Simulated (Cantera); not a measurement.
Cantera run:

```python
import numpy as np
import cantera as ct

gas_names = """
    Fe FeO O O2 O3 S SO SO2 SO3 S2 S2O S8
""".split()
cond_names = """
    Fe(a) Fe(c) Fe(d) Fe(L) FeO(s) FeO(L) FeS(a) FeS(b) FeS(c) FeS(L) FeSO4(s) FeS2(s) Fe2O3(s)
    Fe2S3O12(s) Fe3O4(s) S(cr1) S(cr2) S(L)
""".split()


# ... load() reads the species with a 1 bar reference pressure and builds the phases ...
atoms = {
    'FeS': {'Fe': 1, 'S': 1},
    'O2': {'O': 2},
}
top_T = {'FeSO4(s)': 950, 'FeS2(s)': 1010, 'Fe2O3(s)': 1830, 'Fe2S3O12(s)': 1100, 'Fe3O4(s)': 1870}  # K; cautious upper limits of use, not melting points


# ... equilibrate(T, P, feed) seeds the gas with the atoms and calls Mixture.equilibrate('TP', solver="vcs", rtol=1e-11, max_steps=5000) ...
results = []
feed = {'FeS': 1, 'O2': 7.3}  # mol
P = 47000  # Pa
for T in [1675, 1700, 1725, 1750, 1775, 1800, 1825]:
    mix = equilibrate(T, P, feed)
    results.append((T, P, feed, dict(zip(mix.species_names, mix.species_moles))))
    x = sorted(zip(gas.X, gas.species_names), reverse=True)
    print(f"T = {T:g} K  P = {P:g} Pa  gas = {mix.phase_moles(0):.4g} mol")
    print("   x: " + "  ".join(f"{s} {v:.3e}" for v, s in x if v > 1e-06))
    print("   condensed (mol): " + ("  ".join(f"{mix.phase(i).name} {mix.phase_moles(i):.4g}"
          for i in range(1, mix.n_phases) if mix.phase_moles(i) > 1e-12) or "none"))
```

It prints:

```
T = 1675 K  P = 47000 Pa  gas = 6.545 mol
   x: O2 8.472e-01  SO2 1.512e-01  SO3 1.607e-03  O 4.586e-05  SO 1.055e-06
   condensed (mol): Fe2O3(s) 0.5
T = 1700 K  P = 47000 Pa  gas = 6.629 mol
   x: O2 8.491e-01  SO2 1.494e-01  SO3 1.438e-03  O 6.008e-05  SO 1.432e-06
   condensed (mol): Fe3O4(s) 0.3333
T = 1725 K  P = 47000 Pa  gas = 6.629 mol
   x: O2 8.491e-01  SO2 1.495e-01  SO3 1.307e-03  O 7.801e-05  SO 1.952e-06
   condensed (mol): Fe3O4(s) 0.3333
T = 1750 K  P = 47000 Pa  gas = 6.63 mol
   x: O2 8.491e-01  SO2 1.496e-01  SO3 1.190e-03  O 1.005e-04  SO 2.638e-06
   condensed (mol): Fe3O4(s) 0.3333
T = 1775 K  P = 47000 Pa  gas = 6.63 mol
   x: O2 8.490e-01  SO2 1.497e-01  SO3 1.087e-03  O 1.287e-04  SO 3.535e-06
   condensed (mol): Fe3O4(s) 0.3333
T = 1800 K  P = 47000 Pa  gas = 6.631 mol
   x: O2 8.490e-01  SO2 1.498e-01  SO3 9.950e-04  O 1.635e-04  SO 4.698e-06
   condensed (mol): Fe3O4(s) 0.3333
T = 1825 K  P = 47000 Pa  gas = 6.631 mol
   x: O2 8.490e-01  SO2 1.499e-01  SO3 9.133e-04  O 2.065e-04  SO 6.194e-06
   condensed (mol): Fe3O4(s) 0.3333
```

Cantera equilibrium calculation (NASA polynomials, part measured and part estimated; ideal gas, pure solids and liquids).
